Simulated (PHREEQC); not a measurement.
Consider water at 65 °C with 3 mol/kgw K2CO3 and 2.1 mol/kgw KCl. Closed to the air; pH follows from the charge balance.

The numbers come from PHREEQC with the Pitzer model, pitzer.dat.

Each row changes one thing in this solution. No solid was allowed to form.

```json
[
 {"case": "as made", "pH": "11.99", "ionic strength (mol/kgw)": "11.1", "SI of Sylvite (KCl)": "-0.17"},
 {"case": "K2CO3 left out", "pH": "6.39", "ionic strength (mol/kgw)": "2.10", "SI of Sylvite (KCl)": "-1.04"},
 {"case": "temperature from 65 to 70 °C", "pH": "?", "ionic strength (mol/kgw)": "11.1", "SI of Sylvite (KCl)": "?"},
 {"case": "temperature from 65 to 80 °C", "pH": "11.83", "ionic strength (mol/kgw)": "11.1", "SI of Sylvite (KCl)": "-0.19"},
 {"case": "diluted 2-fold with water", "pH": "?", "ionic strength (mol/kgw)": "5.53", "SI of Sylvite (KCl)": "?"}
]
```

Problem. Fill in the missing entries.

Solution. 
- temperature from 65 to 70 °C, pH: 11.93
- temperature from 65 to 70 °C, SI of Sylvite (KCl): -0.18
- diluted 2-fold with water, pH: 11.41
- diluted 2-fold with water, SI of Sylvite (KCl): -1.03

In brines, pH and single-ion activities rest on the MacInnes convention. Constants without temperature data keep their 25 °C values here.
